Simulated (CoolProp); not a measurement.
Properties of R1224YDZ at several states.

Model: reference Helmholtz-energy equation of state, Akasaka 2023, in CoolProp.

| T (K) | p (MPa) | phase | expansivity (1/kK) | fugacity coefficient |
|---|---|---|---|---|
| 251.7 | 1.58 | liquid | 1.647 | 0.01306 |
| 277.7 | 5.11 | liquid | … | … |
| 295.7 | 0.0442 | gas | 3.661 | 0.9819 |
| 263.4 | 0.209 | liquid | 1.739 | … |
| 356.3 | 0.487 | gas | 4.217 | 0.9037 |
| 466.4 | 0.328 | gas | 2.349 | … |

Task: What belongs in the gaps?

Result: 
- 277.7, expansivity (1/kK): 1.725
- 277.7, fugacity coefficient: 0.01585
- 263.4, fugacity coefficient: 0.1657
- 466.4, fugacity coefficient: 0.9748
